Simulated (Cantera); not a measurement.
A perfectly stirred reactor is fed with CH4 : CO2 = 1 : 3.9 (molar parts), at 100000 Pa; it is held at 1525 K, and followed from long to short residence time.

Computed with Cantera and GRI-Mech 3.0 (53 species, 325 reactions).

Problem. Predict: x(CH4) at τ = 0.380 s; x(CO2) at τ = 0.380 s; x(CO) at τ = 0.380 s; x(CH3) at τ = 0.380 s; x(CH4) at τ = 30.0 ms; x(CO2) at τ = 30.0 ms; x(CO) at τ = 30.0 ms; x(CH3) at τ = 30.0 ms.

Solution. 
* **x(CH4) at τ = 0.380 s**: 0.0957
* **x(CO2) at τ = 0.380 s**: 0.615
* **x(CO) at τ = 0.380 s**: 0.113
* **x(CH3) at τ = 0.380 s**: 0.000126
* **x(CH4) at τ = 30.0 ms**: 0.184
* **x(CO2) at τ = 30.0 ms**: 0.779
* **x(CO) at τ = 30.0 ms**: 0.00627
* **x(CH3) at τ = 30.0 ms**: 0.000206
